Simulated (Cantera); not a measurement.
A Cantera script and its output.

```python
import numpy as np
import cantera as ct

surf = ct.Interface("ptcombust.yaml", "Pt_surf")
gas = surf.adjacent["gas"]
gas.TPX = 600, 220000, {'H2': 0.004, 'O2': 0.019, 'N2': 2}
surf.TP = 600, 220000
reactor = ct.FlowReactor(gas, clone=False)
reactor.area = 0.0001  # m2
reactor.surface_area_to_volume_ratio = 310  # 1/m
reactor.mass_flow_rate = 1.1 * reactor.area * gas.density  # inlet velocity 1.1 m/s
reactor.energy_enabled = False
wall = ct.ReactorSurface(surf, reactor, clone=False)
net = ct.ReactorNet([reactor])
net.rtol, net.atol = 1e-8, 1e-16
show, cover = ['H2', 'O2', 'H2O'], ['PT(S)', 'H(S)', 'O(S)', 'OH(S)', 'CO(S)', 'C(S)']

rows = []
print(f"{'z/m':>9s}{'u/(m/s)':>9s}" + "".join(f"{s:>13s}" for s in show + cover))
for z in [0.00011, 0.00023, 0.00049, 0.0011, 0.0023, 0.0049, 0.011]:
    net.advance(z)
    rows.append([reactor.speed, *gas[show].X, *surf[cover].coverages])
    print(f"{z:9.4g}{rows[-1][0]:9.3g}" + "".join(f"{x:13.4e}" for x in rows[-1][1:]))
```

It prints:

```
      z/m  u/(m/s)           H2           O2          H2O        PT(S)         H(S)         O(S)        OH(S)        CO(S)         C(S)
  0.00011      1.1   1.4972e-03   9.1540e-03   4.8057e-04   2.6837e-01   6.2087e-08   7.2211e-01   9.5077e-03  -2.5198e-24   4.6577e-29
  0.00023      1.1   1.1783e-03   8.9959e-03   7.9977e-04   2.1492e-01   3.7749e-08   7.7565e-01   9.4085e-03   4.3311e-25   2.7302e-29
  0.00049      1.1   8.0106e-04   8.8088e-03   1.1774e-03   1.4922e-01   1.7458e-08   8.4198e-01   8.7823e-03  -9.8166e-26  -2.8286e-29
   0.0011      1.1   4.5327e-04   8.6364e-03   1.5255e-03   8.6128e-02   5.8579e-09   9.0649e-01   7.3697e-03  -6.2940e-25  -4.5941e-29
   0.0023      1.1   2.4266e-04   8.5320e-03   1.7363e-03   4.6706e-02   1.8458e-09   9.4754e-01   5.7510e-03   4.7616e-25   1.0256e-28
   0.0049      1.1   1.2023e-04   8.4713e-03   1.8589e-03   2.3396e-02   5.2659e-10   9.7239e-01   4.2073e-03   7.9272e-26   3.3942e-30
    0.011      1.1   5.4559e-05   8.4387e-03   1.9246e-03   1.0890e-02   1.3708e-10   9.8619e-01   2.9215e-03  -1.6220e-25   8.3346e-31
```

Model: Deutschmann's 1995 Pt surface mechanism with GRI-Mech 3.0 gas chemistry, integrated in Cantera. Catalytic surfaces can have several steady states; this one follows from the mechanism file's or the stated starting coverage. Mass transfer to the wall is taken as infinitely fast.
